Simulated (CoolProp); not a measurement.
A Linde-Hampson liquefier for methane: isothermal reversible compression at 250 K from 1 atm to 10 MPa, throttling to 1 atm, return gas leaving the recuperator 2 K below the feed. Each further row changes one setting.

The numbers come from the reference Helmholtz-energy equation of state, Setzmann 1991 in CoolProp.

```
case                        liquid yield per pass  compression work (kJ/kg of gas)
--------------------------  ---------------------  -------------------------------
as stated                                     [?]                              553
high pressure 20 MPa                          [?]                              [?]
warm-end temperature 280 K                    [?]                              [?]
warm-end gap 7 K                              [?]                              553
```

### Question
Complete the blanks.

### Answer

- as stated, liquid yield per pass: 0.195
- high pressure 20 MPa, liquid yield per pass: 0.322
- high pressure 20 MPa, compression work (kJ/kg of gas): 613
- warm-end temperature 280 K, liquid yield per pass: 0.130
- warm-end temperature 280 K, compression work (kJ/kg of gas): 636
- warm-end gap 7 K, liquid yield per pass: 0.184
